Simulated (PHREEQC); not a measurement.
Dissolve 0.0019 mol/kgw CdCl2, 6.4e-05 mol/kgw H3BO3 and 0.00014 mol/kgw H2SO4 at 25 °C. Closed to the air; pH follows from the charge balance.

All values are PHREEQC results (ion-association model, phreeqc.dat), not measurements.

```yaml
pH: 3.59
ionic_strength: 0.00527 mol/kgw
total_alkalinity: -0.280 meq/kg
```

```json
[
 {"species": "Cl-", "molality": "0.00343", "activity": "0.00317", "log γ": "-0.034"},
 {"species": "Cd+2", "molality": "0.00151", "activity": "0.00111", "log γ": "-0.135"},
 {"species": "CdCl+", "molality": "0.000362", "activity": "0.000335", "log γ": "-0.034"},
 {"species": "H+", "molality": "0.000278", "activity": "0.000259", "log γ": "-0.030"},
 {"species": "SO4-2", "molality": "0.000111", "activity": "8.22e-5", "log γ": "-0.133"},
 {"species": "H3BO3", "molality": "6.40e-5", "activity": "6.41e-5", "log γ": "0.001"},
 {"species": "CdSO4", "molality": "2.62e-5", "activity": "2.62e-5", "log γ": "0.001"},
 {"species": "CdCl2", "molality": "4.42e-6", "activity": "4.42e-6", "log γ": "0.001"},
 {"species": "HSO4-", "molality": "2.24e-6", "activity": "2.07e-6", "log γ": "-0.034"},
 {"species": "Cd(SO4)2-2", "molality": "3.22e-8", "activity": "2.36e-8", "log γ": "-0.135"}
]
```

No solid was allowed to form. Species that the database lacks are ignored.
